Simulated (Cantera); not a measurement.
An isothermal, constant-pressure homogeneous reactor starts with 0.901 % CH4, 99.1 % N2, at 1400 K and 0.230 bar.

Cantera simulation using GRI-Mech 3.0 (53 species, 325 reactions); the numbers are that mechanism's predictions, not measurements. GRI-Mech 3.0 stops at C3 and has no aromatics, soot or wall deposition, so with more carbon than oxygen in the feed, carbon stays in small species such as C2H2 where larger ones or solid carbon would form.

One state of this run: x CH4 = 0.00868; x H2 = 0.000334; x C2H2 = 3.91e-5; x C2H = 6.98e-12; x CH2 = 1.53e-9; x H = 6.14e-8. x: mole fraction; the columns are a selection and need not sum to one.

Q: Which value of t (s) does it belong to?
A) 65.3
B) 0.0792
C) 0.742
D) 0.0258

A: C, 0.742
